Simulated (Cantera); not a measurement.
**Ignition delay**

Mixture: H₂ : O₂ : N₂ = 1 : 0.25 : 0.94 (molar parts), equivalence ratio 2.0, at 750 Torr, adiabatic and at constant pressure. Ignition delay is the time to a rise of 400 K.

Detailed kinetics in Cantera: GRI-Mech 3.0 (53 species, 325 reactions). Where the delays flatten at high temperature, the 400 K rule measures the pace of heat release, not the induction time.

```json
[
 {"T0 (K)": "1050", "delay (ms)": "0.168"},
 {"T0 (K)": "1150", "delay (ms)": "0.0712"},
 {"T0 (K)": "1250", "delay (ms)": "0.0411"},
 {"T0 (K)": "1350", "delay (ms)": "0.0278"},
 {"T0 (K)": "1450", "delay (ms)": "0.0213"},
 {"T0 (K)": "1550", "delay (ms)": "0.0181"},
 {"T0 (K)": "1650", "delay (ms)": "0.0167"},
 {"T0 (K)": "1750", "delay (ms)": "0.0165"},
 {"T0 (K)": "1850", "delay (ms)": "0.0172"}
]
```
